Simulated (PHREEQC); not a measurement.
A solution holds 3.8 mmol/kgw NH4Cl, 97 mmol/kgw Na2SeO4, 6.6 mmol/kgw Li2SO4 and 1.8 mmol/kgw K2SiO3, at 25 °C. Closed to the air; pH follows from the charge balance.

The numbers come from PHREEQC with the ion-association model, wateq4f.dat.

Each row changes one thing in this solution. Precipitation was switched off in this run.

| case | pH | SO4-2 (mol/kgw) | NH3 (mol/kgw) | NaSO4- (mol/kgw) | NH4+ (mol/kgw) | H3SiO4- (mol/kgw) | SI of SiO2(a) (SiO2) |
|---|---|---|---|---|---|---|---|
| as made | 9.70 | 0.00522 | 0.00256 | 0.00125 | 0.00122 | 0.000966 | -0.33 |
| Li2SO4 replaced by Cs2SO4 at the same molality | 9.70 | 0.00528 | 0.00256 | 0.00127 | 0.00122 | 0.000966 | -0.33 |
| temperature from 25 to 70 °C | 8.73 | 0.00508 | 0.00293 | 0.00139 | 0.000855 | 0.000539 | -0.47 |
| temperature from 25 to 30 °C | 9.57 | 0.00520 | 0.00260 | 0.00127 | 0.00118 | 0.000914 | -0.35 |
| diluted 5-fold with water | 9.64 | 0.00121 | 0.000505 | 0.000101 | 0.000254 | 0.000161 | -0.98 |

Species that the database lacks are ignored. Some of these states are supersaturated (in Quartz (slow to form), Chalcedony (slow to form), for instance). Constants without temperature data keep their 25 °C values here.
